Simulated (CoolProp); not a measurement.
Saturation properties of CHF3 (R23) (Tc = 299.3 K, pc = 4.832 MPa, ω = 0.263).

Model: reference Helmholtz-energy equation of state, Penoncello 2003, in CoolProp.

| T (K) | p (MPa) | vapour density (kg/m³) | vapour viscosity (µPa s) | liquid conductivity (mW/(m K)) |
|---|---|---|---|---|
| 168.5 | 0.02226 | 1.131 | 8.23 | 158 |
| 173.3 | 0.03191 | 1.583 | 8.49 | 153 |
| 178 | 0.04442 | 2.156 | 8.75 | 148 |
| 182.8 | 0.06101 | 2.900 | 9.01 | 143 |
| 187.5 | 0.08175 | 3.813 | 9.27 | 138 |
| 192.3 | 0.1084 | 4.966 | 9.53 | 134 |
| 197.1 | 0.1414 | 6.376 | 9.79 | 130 |
| 201.8 | 0.1809 | 8.045 | 10.1 | 126 |
| 206.6 | 0.2296 | 10.08 | 10.3 | 122 |

It boils at 191.1 K under 1 atm.

Viscosity comes from a separate model (Shan 2000). Thermal conductivity comes from a separate model (Shan 2000).
